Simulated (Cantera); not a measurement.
Input: 1 mol CCl4, 0.2 mol Si, equilibrated at 2900 °C.

Equilibrium computed with Cantera from the NASA thermochemical tables; the gas is ideal and each condensed phase is pure. Candidate condensed phases: C, Si, SiC; 24 gas species. Rates play no part.

Which condensed phases are stable at each of these points (P (Pa)): 1, 4.20, 18, 75, 320, 1300, 5600, 24000, 100000?


| P (Pa) | condensed phases | Si condensed (%) |
|---|---|---|
| 1 | gas only | 0.0 |
| 4.20 | gas only | 0.0 |
| 18 | gas only | 0.0 |
| 75 | gas only | 0.0 |
| 320 | gas only | 0.0 |
| 1300 | gas only | 0.0 |
| 5600 | C(graphite) | 0.0 |
| 24000 | C(graphite) | 0.0 |
| 100000 | C(graphite) | 0.0 |

From 1.00e-5 bar to 0.0130 bar nothing is condensed. From 0.0560 bar to 1.00 bar the condensed part is C(graphite).
